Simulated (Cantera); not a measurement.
## Low-pressure radical oxidation in H2/O2

An isothermal, constant-pressure homogeneous reactor starts with H2 : O2 = 0.096 : 0.47 (molar parts), equivalence ratio 0.10, at 1100 K and 10.00 Torr.

Cantera simulation using the H2/O2 subset of GRI-Mech 3.0, which has no nitrogen chemistry; the numbers are that mechanism's predictions, not measurements. Radical loss at walls, strong at low pressure, is not modelled. The temperature is held fixed by assumption; the heat of reaction is taken as removed at once.

```json
[
 {"t (s)": "0.000700", "x H2": "0.170", "x O2": "0.830", "x HO2": "1.54e-8", "x H": "4.89e-7", "x H2O": "8.13e-7", "x OH": "1.68e-7"},
 {"t (s)": "0.00354", "x H2": "0.00737", "x O2": "0.745", "x HO2": "1.02e-5", "x H": "0.0532", "x H2O": "0.135", "x OH": "0.00637"},
 {"t (s)": "0.0179", "x H2": "0.00187", "x O2": "0.799", "x HO2": "1.01e-5", "x H": "0.00623", "x H2O": "0.176", "x OH": "0.00322"},
 {"t (s)": "0.0906", "x H2": "6.71e-5", "x O2": "0.814", "x HO2": "2.51e-6", "x H": "4.01e-5", "x H2O": "0.185", "x OH": "0.000593"},
 {"t (s)": "0.458", "x H2": "3.08e-6", "x O2": "0.815", "x HO2": "2.28e-7", "x H": "4.43e-7", "x H2O": "0.185", "x OH": "0.000133"},
 {"t (s)": "2.32", "x H2": "3.03e-7", "x O2": "0.815", "x HO2": "2.81e-8", "x H": "1.49e-8", "x H2O": "0.185", "x OH": "4.29e-5"},
 {"t (s)": "11.7", "x H2": "4.41e-8", "x O2": "0.815", "x HO2": "5.55e-9", "x H": "8.63e-10", "x H2O": "0.185", "x OH": "1.66e-5"},
 {"t (s)": "59.3", "x H2": "7.86e-9", "x O2": "0.815", "x HO2": "3.51e-9", "x H": "6.62e-11", "x H2O": "0.185", "x OH": "7.03e-6"},
 {"t (s)": "300", "x H2": "2.55e-9", "x O2": "0.815", "x HO2": "4.94e-9", "x H": "1.23e-11", "x H2O": "0.185", "x OH": "3.99e-6"}
]
```
x: mole fraction; the columns are a selection and need not sum to one.

Equilibrium at this temperature and pressure: H2 2.36e-9, O2 0.815, HO2 5.10e-9, H 1.09e-11, H2O 0.185, OH 3.84e-6 (gas phase only).
